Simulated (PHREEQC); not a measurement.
Solution (25 °C): 0.0045 mol/kgw NaBr. It is in equilibrium with CO2 at log p = -3.5 (atm). Otherwise closed; pH follows from the charge balance.

Equilibrium calculation in PHREEQC: ion-association model, phreeqc.dat.

Precipitation was switched off in this run.

Q: What pH, specific conductance does the model give?

A: pH 5.66; specific conductance 538 µS/cm.

Q: In which forms is C present?

A: CO2 82 %, HCO3- 18 % of the C.
